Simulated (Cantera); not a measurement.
Input (Python, Cantera):

```python
import numpy as np
import cantera as ct

gas = ct.Solution("gri30.yaml")


def delay(T, t_max=10):
    gas.TPX = T, 3700000, {'CO': 1, 'H2': 0.9, 'CH4': 0.12, 'O2': 1.2, 'N2': 5.89}
    reactor = ct.IdealGasConstPressureReactor(gas, clone=False)
    net = ct.ReactorNet([reactor])
    net.rtol, net.atol = 1e-8, 1e-16
    while net.time < t_max:
        t_old, T_old = net.time, reactor.T
        net.step()
        if reactor.T > T + 400:  # ignition: a rise of 400 K
            return t_old + (T + 400 - T_old) / (reactor.T - T_old) * (net.time - t_old)
    return np.nan


taus = []
for T in [1300, 1375, 1450, 1525, 1600, 1675, 1750, 1825]:
    taus.append(delay(T))
    print(f"T0 = {T:6g} K   tau = {taus[-1]:.4e} s")
```

It prints:

```
T0 =   1300 K   tau = 1.9768e-05 s
T0 =   1375 K   tau = 7.2374e-06 s
T0 =   1450 K   tau = 3.1160e-06 s
T0 =   1525 K   tau = 1.6147e-06 s
T0 =   1600 K   tau = 9.8298e-07 s
T0 =   1675 K   tau = 6.7236e-07 s
T0 =   1750 K   tau = 4.9785e-07 s
T0 =   1825 K   tau = 3.8935e-07 s
```

Cantera simulation using GRI-Mech 3.0 (53 species, 325 reactions); the numbers are that mechanism's predictions, not measurements. The pressure lies above the range GRI-Mech 3.0 was tuned for (to about 10 atm).
